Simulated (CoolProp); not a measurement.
Vapour-liquid equilibrium of acetone (1) + benzene (2) at 23.4 kPa; x and y are mole fractions of (1).

Model: multi-fluid Helmholtz-energy mixture model, Lemmon 2006 and Thol 2012; pair parameters Bell 2016, in CoolProp.

**Question.** Give the bubble temperature and the first vapour's composition at x = 0.5, 0.65, 0.95. Is there an azeotrope?

**Answer.** x = 0.5: 24.4 °C, y = 0.701; x = 0.65: 22.4 °C, y = 0.794; x = 0.95: 19.3 °C, y = 0.970. No azeotrope shows between x = 0.05 and 0.95.

The pair parameters rest on a limited set of measurements; away from them the model extrapolates.
